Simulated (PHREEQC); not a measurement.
1 kg of water holding 0.26 mol/kgw KCl, 0.015 mol/kgw MgBr2 and 0.00031 mol/kgw CaSO4 is evaporated at 25 °C; the solids stay in contact with the brine. The system is closed to CO2. Only these solids could form: Arcanite, Bischofite, Brucite, Carnallite, Epsomite, Gypsum, Anhydrite, Hexahydrite, Kainite, Kieserite, Leonite, Misenite, Polyhalite, Portlandite, Schoenite, Sylvite, Syngenite, MgCl2_4H2O.

The numbers come from PHREEQC with the Pitzer model, pitzer.dat.

Question: Predict ionic strength, water activity at water left (kg) = 0.2533, 0.09502, 0.01627, 0.01337, 0.01099.

Answer: 
| water left (kg) | ionic strength | water activity |
|---|---|---|
| 0.2533 | 1.21 | 0.964 |
| 0.09502 | 3.22 | 0.902 |
| 0.01627 | 6.92 | 0.786 |
| 0.01337 | 7.37 | 0.770 |
| 0.01099 | 7.90 | 0.749 |
